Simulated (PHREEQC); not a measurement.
Dissolve 29 mmol/kgw HBr and 59 mmol/kgw AlCl3 at 25 °C. Closed to the air; pH follows from the charge balance.

Model: ion-association model, phreeqc.dat, run in PHREEQC.

Precipitation was switched off in this run.

Q: Predict the pH, specific conductance.

A: pH 1.65; specific conductance 23400 µS/cm.

Species that the database lacks are ignored.
